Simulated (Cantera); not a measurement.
Cantera run:

```python
import numpy as np
import cantera as ct

gas_names = """
    CL CL2 H HCL H2 Si SiCL SiCL2 SiCL3 SiCL4 SiH SiHCL3 SiH2 SiH2CL2 SiH3 SiH3CL SiH4 Si2 Si3
""".split()
cond_names = """
    Si(cr) Si(L)
""".split()


# ... load() reads the species with a 1 bar reference pressure and builds the phases ...
atoms = {
    'Si': {'Si': 1},
    'HCl': {'H': 1, 'CL': 1},
    'H2': {'H': 2},
}
top_T = {}  # K; cautious upper limits of use, not melting points


# ... equilibrate(T, P, feed) seeds the gas with the atoms and calls Mixture.equilibrate('TP', solver="vcs", rtol=1e-11, max_steps=5000) ...
results = []
feed = {'Si': 1, 'HCl': 1, 'H2': 6.2}  # mol
P = 49000  # Pa
for T in [700, 775, 850, 925, 1000, 1075, 1150, 1225, 1300, 1375, 1450, 1525, 1600, 1675]:
    mix = equilibrate(T, P, feed)
    results.append((T, P, feed, dict(zip(mix.species_names, mix.species_moles))))
    x = sorted(zip(gas.X, gas.species_names), reverse=True)
    print(f"T = {T:g} K  P = {P:g} Pa  gas = {mix.phase_moles(0):.4g} mol")
    print("   x: " + "  ".join(f"{s} {v:.3e}" for v, s in x if v > 1e-05))
    print("   condensed (mol): " + ("  ".join(f"{mix.phase(i).name} {mix.phase_moles(i):.4g}"
          for i in range(1, mix.n_phases) if mix.phase_moles(i) > 1e-12) or "none"))
```

Result:

```
T = 700 K  P = 49000 Pa  gas = 6.917 mol
   x: H2 9.588e-01  SiCL4 2.240e-02  SiHCL3 1.763e-02  SiH2CL2 9.126e-04  HCL 2.491e-04  SiH3CL 1.014e-05
   condensed (mol): Si(cr) 0.7167
T = 775 K  P = 49000 Pa  gas = 6.918 mol
   x: H2 9.585e-01  SiCL4 2.260e-02  SiHCL3 1.710e-02  SiH2CL2 9.980e-04  HCL 8.196e-04  SiH3CL 1.321e-05  SiCL3 1.026e-05
   condensed (mol): Si(cr) 0.7183
T = 850 K  P = 49000 Pa  gas = 6.921 mol
   x: H2 9.576e-01  SiCL4 2.260e-02  SiHCL3 1.654e-02  HCL 2.172e-03  SiH2CL2 1.064e-03  SiCL3 4.321e-05  SiH3CL 1.626e-05
   condensed (mol): Si(cr) 0.7213
T = 925 K  P = 49000 Pa  gas = 6.927 mol
   x: H2 9.557e-01  SiCL4 2.229e-02  SiHCL3 1.587e-02  HCL 4.877e-03  SiH2CL2 1.109e-03  SiCL3 1.420e-04  SiCL2 3.593e-05  SiH3CL 1.915e-05
   condensed (mol): Si(cr) 0.7267
T = 1000 K  P = 49000 Pa  gas = 6.938 mol
   x: H2 9.523e-01  SiCL4 2.145e-02  SiHCL3 1.499e-02  HCL 9.602e-03  SiH2CL2 1.130e-03  SiCL3 3.818e-04  SiCL2 1.646e-04  SiH3CL 2.175e-05
   condensed (mol): Si(cr) 0.7354
T = 1075 K  P = 49000 Pa  gas = 6.955 mol
   x: H2 9.468e-01  SiCL4 1.986e-02  HCL 1.695e-02  SiHCL3 1.378e-02  SiH2CL2 1.119e-03  SiCL3 8.624e-04  SiCL2 5.929e-04  SiH3CL 2.386e-05
   condensed (mol): Si(cr) 0.7479
T = 1150 K  P = 49000 Pa  gas = 6.981 mol
   x: H2 9.389e-01  HCL 2.720e-02  SiCL4 1.728e-02  SiHCL3 1.211e-02  SiCL2 1.734e-03  SiCL3 1.655e-03  SiH2CL2 1.065e-03  SiH3CL 2.525e-05
   condensed (mol): Si(cr) 0.7635
T = 1225 K  P = 49000 Pa  gas = 7.019 mol
   x: H2 9.287e-01  HCL 3.990e-02  SiCL4 1.363e-02  SiHCL3 9.898e-03  SiCL2 4.182e-03  SiCL3 2.685e-03  SiH2CL2 9.597e-04  SiH3CL 2.564e-05
   condensed (mol): Si(cr) 0.7798
T = 1300 K  P = 49000 Pa  gas = 7.064 mol
   x: H2 9.172e-01  HCL 5.350e-02  SiCL4 9.294e-03  SiCL2 8.321e-03  SiHCL3 7.261e-03  SiCL3 3.610e-03  SiH2CL2 8.001e-04  SiH3CL 2.478e-05
   condensed (mol): Si(cr) 0.7929
T = 1375 K  P = 49000 Pa  gas = 7.111 mol
   x: H2 9.065e-01  HCL 6.547e-02  SiCL2 1.363e-02  SiCL4 5.239e-03  SiHCL3 4.628e-03  SiCL3 3.942e-03  SiH2CL2 6.056e-04  SiH3CL 2.267e-05
   condensed (mol): Si(cr) 0.8004
T = 1450 K  P = 49000 Pa  gas = 7.149 mol
   x: H2 8.987e-01  HCL 7.371e-02  SiCL2 1.865e-02  SiCL3 3.528e-03  SiHCL3 2.563e-03  SiCL4 2.439e-03  SiH2CL2 4.170e-04  SiH3CL 1.972e-05  H 1.281e-05
   condensed (mol): Si(cr) 0.8026
T = 1525 K  P = 49000 Pa  gas = 7.172 mol
   x: H2 8.942e-01  HCL 7.810e-02  SiCL2 2.232e-02  SiCL3 2.744e-03  SiHCL3 1.297e-03  SiCL4 1.002e-03  SiH2CL2 2.704e-04  H 3.196e-05  SiH3CL 1.662e-05
   condensed (mol): Si(cr) 0.8017
T = 1600 K  P = 49000 Pa  gas = 7.184 mol
   x: H2 8.921e-01  HCL 7.994e-02  SiCL2 2.469e-02  SiCL3 1.996e-03  SiHCL3 6.407e-04  SiCL4 3.976e-04  SiH2CL2 1.724e-04  H 7.336e-05  SiH3CL 1.386e-05
   condensed (mol): Si(cr) 0.7994
T = 1675 K  P = 49000 Pa  gas = 7.191 mol
   x: H2 8.911e-01  HCL 8.047e-02  SiCL2 2.622e-02  SiCL3 1.428e-03  SiHCL3 3.229e-04  SiCL4 1.616e-04  H 1.566e-04  SiH2CL2 1.113e-04  SiH3CL 1.161e-05  CL 1.104e-05  SiCL 1.014e-05  SiH2 1.002e-05
   condensed (mol): Si(cr) 0.7967
```

These are equilibrium values from Cantera (NASA tables, ideal gas, pure condensed phases), not measurements of a reactor. The tables' values for SiCl3, SiCl are old estimates; treat these amounts as uncertain. Gases not in the tables: Si2H6 and higher silanes.
